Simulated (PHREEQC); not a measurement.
Alkaline etch or developer: speciation

Solution (25 °C): 21 mmol/kgw NaOH, 1.2 mmol/kgw H3BO3 and 0.061 mmol/kgw (CH3)4NCl. Closed to the air; pH follows from the charge balance.

All values are PHREEQC results (ion-association model, wateq4f.dat), not measurements.

| Item | Value |
|---|---|
| pH | 12.23 |
| ionic strength | 0.0211 mol/kgw |
| total alkalinity | 21.0 meq/kg |

| species | molality | activity | log γ |
|---|---|---|---|
| Na+ | 0.0210 | 0.0183 | -0.061 |
| OH- | 0.0198 | 0.0171 | -0.063 |
| H2BO3- | 0.00120 | 0.00103 | -0.066 |
| Cl- | 6.10e-5 | 5.28e-5 | -0.063 |
| (CH3)4N+ | 6.10e-5 | 5.29e-5 | -0.062 |
| H3BO3 | 1.04e-6 | 1.05e-6 | 0.002 |

Precipitation was switched off in this run. Species that the database lacks are ignored. (CH3)4N+ isn't in the database: it is added as a free cation with an ion size of 4 Å.
